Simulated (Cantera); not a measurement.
A Cantera script and what it prints.

```python
import numpy as np
import cantera as ct

gas_names = """
    H HO2 H2 H2O H2O2 O OH O2 O3 Si SiH SiH2 SiH3 SiH4 SiO SiO2 Si2 Si3
""".split()
cond_names = """
    H2O(s) H2O(L) Si(cr) Si(L) SiO2(Lqz) SiO2(hqz) SiO2(L)
""".split()


def load(file, names, dense=False):
    # The tables refer to 1 bar. Condensed volumes are neglected.
    table = {s.name: s for s in ct.Species.list_from_file(file)}
    out = []
    for n in names:
        d = dict(table[n].input_data)
        d["thermo"] = dict(d["thermo"], **{"reference-pressure": 1e5})
        if dense:
            d["equation-of-state"] = {"model": "constant-volume", "density": "1e6 g/cm^3"}
        out.append(ct.Species.from_dict(d))
    return out


gas = ct.Solution(thermo="ideal-gas", species=load("nasa_gas.yaml", gas_names))
cond = {s.name: ct.Solution(thermo="fixed-stoichiometry", species=[s], name=s.name)
        for s in load("nasa_condensed.yaml", cond_names, dense=True)}
atoms = {
    'Si': {'Si': 1},
    'H2O': {'H': 2, 'O': 1},
    'H2': {'H': 2},
    'O2': {'O': 2},
}
top_T = {}  # K; cautious upper limits of use, not melting points


def equilibrate(T, P, feed):
    n = {}
    for name, mol in feed.items():
        for a, k in atoms[name].items():
            n[a] = n.get(a, 0.0) + k * mol
    gas.TPX = T, P, n
    mass = sum(n.values()) * gas.mean_molecular_weight
    gas.equilibrate("TP")
    valid = [c for c in cond.values() if c.min_temp <= T <= top_T.get(c.name, c.max_temp)]
    mix = ct.Mixture([(gas, mass / gas.mean_molecular_weight)] + [(c, 0.0) for c in valid])
    mix.T, mix.P = T, P
    mix.equilibrate("TP", solver="vcs", rtol=1e-11, max_steps=5000)
    return mix


results = []
feed = {'Si': 1, 'H2O': 0.07, 'H2': 250, 'O2': 0.0011}  # mol
P = 13332.2  # Pa
for T in [1150, 1250, 1350, 1450, 1550, 1650, 1750, 1850]:
    mix = equilibrate(T, P, feed)
    results.append((T, P, feed, dict(zip(mix.species_names, mix.species_moles))))
    x = sorted(zip(gas.X, gas.species_names), reverse=True)
    print(f"T = {T:g} K  P = {P:g} Pa  gas = {mix.phase_moles(0):.4g} mol")
    print("   x: " + "  ".join(f"{s} {v:.3e}" for v, s in x if v > 1e-05))
    print("   condensed (mol): " + ("  ".join(f"{mix.phase(i).name} {mix.phase_moles(i):.4g}"
          for i in range(1, mix.n_phases) if mix.phase_moles(i) > 1e-12) or "none"))
```

Output:

```
T = 1150 K  P = 13332.2 Pa  gas = 250.1 mol
   x: H2 1.000e+00
   condensed (mol): Si(cr) 0.9638  SiO2(hqz) 0.03599
T = 1250 K  P = 13332.2 Pa  gas = 250.1 mol
   x: H2 1.000e+00  SiO 1.600e-05
   condensed (mol): Si(cr) 0.9619  SiO2(hqz) 0.03408
T = 1350 K  P = 13332.2 Pa  gas = 250.1 mol
   x: H2 9.998e-01  SiO 1.850e-04
   condensed (mol): Si(cr) 0.9408  SiO2(hqz) 0.01289
T = 1450 K  P = 13332.2 Pa  gas = 250.1 mol
   x: H2 9.997e-01  SiO 2.883e-04  H 2.590e-05
   condensed (mol): Si(cr) 0.9277
T = 1550 K  P = 13332.2 Pa  gas = 250.2 mol
   x: H2 9.996e-01  SiO 2.885e-04  H 8.624e-05
   condensed (mol): Si(cr) 0.927
T = 1650 K  P = 13332.2 Pa  gas = 250.2 mol
   x: H2 9.995e-01  SiO 2.885e-04  H 2.487e-04
   condensed (mol): Si(cr) 0.9248
T = 1750 K  P = 13332.2 Pa  gas = 250.2 mol
   x: H2 9.990e-01  H 6.367e-04  SiO 2.885e-04  SiH2 2.081e-05  Si 1.126e-05
   condensed (mol): Si(L) 0.9183
T = 1850 K  P = 13332.2 Pa  gas = 250.3 mol
   x: H2 9.981e-01  H 1.474e-03  SiO 2.884e-04  Si 4.837e-05  SiH2 4.208e-05  SiH 1.749e-05
   condensed (mol): Si(L) 0.9005
```

Method: chemical equilibrium by Gibbs-energy minimisation in Cantera with the NASA 1993 tables (ideal gas, pure condensed phases). Mutual solubility and eutectic melting of coexisting phases are not modelled. The tables hold silica as quartz up to 1696 K and as liquid above; real silica turns to tridymite and cristobalite and melts near 1996 K. Gases not in the tables: Si2H6 and higher silanes.
